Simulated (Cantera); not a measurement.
# Thermodynamics of halide evaporation, hydrolysis and transport, feed FeCl3 + H2

Feed: 1 mol FeCl3, 1.2 mol H2, equilibrated at 0.000810 bar.

These are equilibrium values from Cantera (NASA tables, ideal gas, pure condensed phases), not measurements of a reactor. Candidate condensed phases: Fe, FeCl2, FeCl3; 11 gas species. The numbers say what is thermodynamically allowed, not how fast it happens.

| T (°C) | log p HCl | log p H2 | log p FeCl2 | log p Fe2Cl4 | log p Fe | n FeCl2(s) | n Fe(α) | n Fe(γ) |
|---|---|---|---|---|---|---|---|---|
| 327 | -3.32 | -3.48 | -8.22 | -10.33 | <-15 | 1.000 | 0 | 0 |
| 477 | -3.33 | -3.48 | -4.86 | -6.15 | <-15 | 0.967 | 0 | 0 |
| 627 | -3.31 | -3.93 | -3.69 | -5.50 | <-15 | 0 | 0.308 | 0 |
| 777 | -3.38 | -3.81 | -3.61 | -6.53 | -12.81 | 0 | 0.187 | 0 |
| 927 | -3.44 | -3.74 | -3.57 | -7.32 | -10.30 | 0 | 0 | 0.0998 |
| 1077 | -3.49 | -3.70 | -3.54 | -7.94 | -8.37 | 0 | 0 | 0.0368 |
| 1227 | -3.52 | -3.68 | -3.52 | -8.45 | -6.85 | 0 | 0 | 0 |
| 1377 | -3.52 | -3.68 | -3.53 | -8.90 | -5.72 | 0 | 0 | 0 |
log p: log10 of the partial pressure in bar; n: condensed amount in mol.

From 327 °C to 477 °C the condensed part is FeCl2(s). From 627 °C to 777 °C the condensed part is Fe(α). From 927 °C to 1077 °C the condensed part is Fe(γ). From 1227 °C to 1377 °C nothing is condensed. The main Fe-bearing gas is FeCl2 throughout.
